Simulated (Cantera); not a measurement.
Moist CO burnout

An isothermal, constant-pressure homogeneous reactor starts with 0.456 % CO, 2.33 % O₂, 0.136 % H₂O, 97.1 % N₂, at 1000 K and 0.938 atm.

Cantera simulation using GRI-Mech 3.0 (53 species, 325 reactions); the numbers are that mechanism's predictions, not measurements.

```csv
t (s),x CO,x O₂,x H₂O,x N₂O,x HO₂,x H₂O₂,x NO₂
9.00e-6,0.00456,0.0233,0.00136,<1e-12,<1e-12,<1e-12,<1e-12
3.88e-5,0.00456,0.0233,0.00136,<1e-12,<1e-12,<1e-12,<1e-12
0.000167,0.00456,0.0233,0.00136,<1e-12,<1e-12,<1e-12,<1e-12
0.000722,0.00456,0.0233,0.00136,<1e-12,1.45e-12,<1e-12,<1e-12
0.00311,0.00456,0.0233,0.00136,<1e-12,4.03e-11,<1e-12,<1e-12
0.0134,0.00456,0.0233,0.00136,1.05e-12,7.79e-10,<1e-12,<1e-12
0.0579,0.00456,0.0233,0.00136,3.05e-11,2.29e-8,3.64e-11,<1e-12
0.249,0.00444,0.0232,0.00136,1.34e-8,1.47e-6,2.51e-7,2.00e-12
1.08,0.00339,0.0227,0.00135,1.15e-7,1.45e-6,2.49e-7,1.19e-10
4.64,0.00110,0.0216,0.00136,3.73e-7,8.71e-7,9.61e-8,1.72e-9
20.0,4.90e-5,0.0211,0.00136,5.61e-7,1.43e-7,2.81e-9,7.10e-9
```
x: mole fraction; the columns are a selection and need not sum to one.

Equilibrium at this temperature and pressure: CO 1.98e-12, O₂ 0.0211, H₂O 0.00136, N₂O 9.85e-10, HO₂ 1.91e-11, H₂O₂ <1e-12, NO₂ 1.83e-7 (gas phase only).
